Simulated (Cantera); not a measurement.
**CH4 + NH3 (carbon deposition, reforming and gasification)**

Feed: 1 mol CH4, 0.62 mol NH3, held at 0.113 Torr.

Method: chemical equilibrium by Gibbs-energy minimisation in Cantera with the NASA 1993 tables (ideal gas, pure condensed phases). Candidate condensed phases: C, C6H6, C7H8, C8H18; 92 gas species. Equilibrium is a limit: real reactors are often held back by kinetics, nucleation or transport.

From 1298 K to 1798 K the condensed part is C(graphite). The main C-bearing gas is HCN throughout.

```
T (K)   x H2    x N2       x H     x HCN  x C2H2 (acetylene)  n C(graphite)
-----  -----  ------  --------  --------  ------------------  -------------
1298   0.904  0.0956   8.32e-5   5.97e-5             5.05e-7          1.000
1348   0.904  0.0956  0.000180   9.41e-5             1.09e-6          1.000
1398   0.904  0.0956  0.000367  0.000144             2.22e-6          1.000
1448   0.904  0.0955  0.000715  0.000212             4.29e-6          0.999
1498   0.903  0.0955   0.00133  0.000306             7.96e-6          0.999
1548   0.902  0.0953   0.00239  0.000430             1.42e-5          0.998
1598   0.900  0.0952   0.00412  0.000592             2.42e-5          0.998
1648   0.897  0.0949   0.00689  0.000797             4.01e-5          0.997
1698   0.893  0.0946    0.0112   0.00105             6.44e-5          0.996
1748   0.887  0.0941    0.0176   0.00137            0.000100          0.995
1798   0.878  0.0935    0.0269   0.00174            0.000151          0.993
```
x: gas mole fraction; n: condensed amount in mol.
